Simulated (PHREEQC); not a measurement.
# Hard or scaling water

Solution (70 °C): 0.05 mol/kgw CaCl2 and 0.00023 mol/kgw CO2. Closed to the air; pH follows from the charge balance.

Model: Pitzer model, pitzer.dat, run in PHREEQC.

Each row changes one thing in this solution. No solid was allowed to form.

```
case                                          pH  ionic strength (mol/kgw)
------------------------------------------  ----  ------------------------
as made                                     4.99                     0.150
CaCl2 replaced by KCl at the same molality  4.98                    0.0500
CaCl2 left out                              4.98                   1.06e-5
CO2 from 0.00023 to 0.000345 mol/kgw        4.90                     0.150
CO2 left out                                6.34                     0.150
CO2 from 0.00023 to 0.000207 mol/kgw        5.02                     0.150
temperature from 70 to 60 °C                4.98                     0.150
```

Species that the database lacks are ignored. Constants without temperature data keep their 25 °C values here.
